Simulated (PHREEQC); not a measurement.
Solution (20 °C): 0.37 mol/kgw MgSO4, 0.036 mol/kgw NaHCO3 and 0.0012 mol/kgw H4SiO4. Closed to the air; pH follows from the charge balance.

The numbers come from PHREEQC with the Pitzer model, pitzer.dat.

| quantity | before | after |
|---|---|---|
| pH | 7.38 | 7.15 |
| ionic strength (mol/kgw) | 1.51 | 1.51 |
| HCO3- (mol/kgw) | 0.0335 | 0.0325 |
| CO2 (mol/kgw) | 0.00124 | 0.00184 |
| CO3-2 (mol/kgw) | 0.000584 | 0.000714 |
| H3SiO4- (mol/kgw) | 1.22e-5 | 3.68e-5 |
| SI of SiO2(a) (SiO2) | -0.16 | -0.64 |

Question: What was changed between the two runs?
(A) NaHCO3 from 0.036 to 0.054 mol/kgw
(B) diluted 100-fold with water
(C) temperature from 20 to 85 °C
(D) MgSO4 left out
(E) H4SiO4 from 0.0012 to 0.0006 mol/kgw

Answer: C, temperature from 20 to 85 °C

No solid was allowed to form. Some of these states are supersaturated (in Magnesite (slow to form), for instance). In brines, pH and single-ion activities rest on the MacInnes convention. At this temperature some constants are extrapolated from 25 °C, and those without enthalpy data are left unchanged.
